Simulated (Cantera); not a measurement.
Input (Python, Cantera) and output of one run.

```python
import numpy as np
import cantera as ct

gas_names = [...]  # 109 gases of nasa_gas.yaml made of C, Cl, H, Si
cond_names = """
    C(gr) C6H6(L) C7H8(L) C8H18(L),n-octa Si(cr) Si(L) SiC(b)
""".split()


# ... load() reads the species with a 1 bar reference pressure and builds the phases ...
atoms = {
    'SiCl4': {'Si': 1, 'CL': 4},
    'C2H2': {'C': 2, 'H': 2},
    'H2': {'H': 2},
}
top_T = {'C(gr)': 4500, 'SiC(b)': 3050}  # K; cautious upper limits of use, not melting points


# ... equilibrate(T, P, feed) seeds the gas with the atoms and calls Mixture.equilibrate('TP', solver="vcs", rtol=1e-11, max_steps=5000) ...
results = []
feed = {'SiCl4': 1, 'C2H2': 0.1, 'H2': 11}  # mol
T = 2225  # K
for P in [100, 270, 720, 1900, 5200, 14000, 37000, 100000]:
    mix = equilibrate(T, P, feed)
    results.append((T, P, feed, dict(zip(mix.species_names, mix.species_moles))))

top = {s: max(r[3][s] / sum(r[3][g] for g in gas_names) for r in results) for s in gas_names}
cols = sorted((s for s in top if top[s] > 1e-05), key=lambda s: -top[s])[:6]
seen = [c for c in cond_names if any(r[3].get(c, 0) > 1e-12 for r in results)]
print("log10 of partial pressures in bar; condensed amounts in mol")
print(f"{'P/Pa':>10s}" + "".join(f"{s[:9]:>10s}" for s in cols + seen))
for T, P, feed, n in results:
    ng = sum(n[g] for g in gas_names)
    print(f"{P:10.4g}" + "".join(f"{np.log10(max(n[s] / ng * P / 1e5, 1e-99)):10.3f}" for s in cols)
          + "".join(f"{n.get(c, 0):10.4g}" for c in seen))
```

Result:

```
log10 of partial pressures in bar; condensed amounts in mol
      P/Pa        H2       HCL         H     SiCL2        Si        CL    SiC(b)
       100    -3.260    -3.710    -3.819    -4.939    -4.383    -4.408         0
       270    -2.781    -3.258    -3.579    -4.231    -4.099    -4.196    0.1064
       720    -2.321    -2.837    -3.349    -3.621    -3.872    -4.005    0.1655
      1900    -1.877    -2.431    -3.127    -3.084    -3.703    -3.820    0.1845
      5200    -1.425    -2.008    -2.901    -2.577    -3.589    -3.624    0.1926
   1.4e+04    -0.986    -1.587    -2.682    -2.111    -3.528    -3.422     0.196
   3.7e+04    -0.559    -1.169    -2.468    -1.673    -3.498    -3.217    0.1974
     1e+05    -0.125    -0.740    -2.251    -1.236    -3.484    -3.006    0.1978
```

These are equilibrium values from Cantera (NASA tables, ideal gas, pure condensed phases), not measurements of a reactor. The tables' values for SiCl, SiCl3 are old estimates; treat these amounts as uncertain. Gases not in the tables: Si2H6 and higher silanes.
